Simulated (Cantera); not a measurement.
## Reactions in the system Cl-Fe-H

Standard-state values (1 bar) from the NASA 1993 polynomials, evaluated with Cantera. Values are per mole of reaction as written; species without (g) are pure solids or liquids, kept so even where they would boil at 1 bar.

Fe + 3 HCl(g) → FeCl3(g) + 3 H(g)

```
T (K)  ΔH° (kJ)  ΔS° (J/K)  ΔG° (kJ)  log10 K
-----  --------  ---------  --------  -------
1398      692.1      126.9     514.8   -19.23
1423      692.3      127.0     511.6   -18.78
1448      692.5      127.1     508.4   -18.34
1473      692.7      127.3     505.2   -17.92
1498      692.9      127.4     502.1   -17.51
1523      693.0      127.5     498.9   -17.11
1548      693.2      127.6     495.7   -16.73
1573      693.3      127.7     492.5   -16.35
1598      693.5      127.8     489.3   -15.99
```
